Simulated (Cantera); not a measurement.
## Silicon carbide growth: SiH2Cl2 + C2H4 + H2

Charge: 1 mol SiH2Cl2, 0.29 mol C2H4, 410 mol H2, equilibrated at 0.975 Torr.

Method: chemical equilibrium by Gibbs-energy minimisation in Cantera with the NASA 1993 tables (ideal gas, pure condensed phases). Candidate condensed phases: C, C6H6, C7H8, C8H18, Si, SiC; 109 gas species. Mutual solubility and eutectic melting of coexisting phases are not modelled. The tables' values for SiCl are old estimates; treat these amounts as uncertain. Gases not in the tables: Si2H6 and higher silanes. Equilibrium is a limit: real reactors are often held back by kinetics, nucleation or transport.

At 1650 K the condensed part is Si(s) + SiC(s). At 1700 K the condensed part is Si(l) + SiC(s). From 1750 K to 2000 K the condensed part is SiC(s). From 2050 K to 2300 K nothing is condensed. The main Si-bearing gas is Si throughout.

```
T (K)   x H2      x H    x HCl      x Si      x Cl  x C2H2 (acetylene)  n Si(s)  n SiC(s)  n Si(l)
-----  -----  -------  -------  --------  --------  ------------------  -------  --------  -------
1650   0.992  0.00251  0.00467  0.000206   9.25e-6             6.98e-9    0.289     0.580        0
1700   0.991  0.00407  0.00465  0.000522   1.48e-5             1.60e-8        0     0.579    0.144
1750   0.988  0.00641  0.00468  0.000869   2.34e-5             7.26e-8        0     0.577        0
1800   0.984  0.00985  0.00472  0.000911   3.61e-5             7.19e-7        0     0.575        0
1850   0.979   0.0148  0.00472  0.000943   5.41e-5             6.42e-6        0     0.569        0
1900   0.972   0.0217  0.00469   0.00103   7.90e-5             4.56e-5        0     0.532        0
1950   0.962   0.0312  0.00464   0.00134  0.000113            0.000203        0     0.383        0
2000   0.949   0.0439  0.00456   0.00208  0.000157            0.000571        0    0.0154        0
2050   0.932   0.0607  0.00446   0.00215  0.000215            0.000595        0         0        0
2100   0.910   0.0824  0.00434   0.00217  0.000289            0.000598        0         0        0
2150   0.883    0.110  0.00418   0.00216  0.000381            0.000595        0         0        0
2200   0.849    0.144  0.00399   0.00214  0.000492            0.000588        0         0        0
2250   0.808    0.185  0.00376   0.00210  0.000624            0.000575        0         0        0
2300   0.759    0.234  0.00349   0.00206  0.000774            0.000558        0         0        0
```
x: gas mole fraction; n: condensed amount in mol.
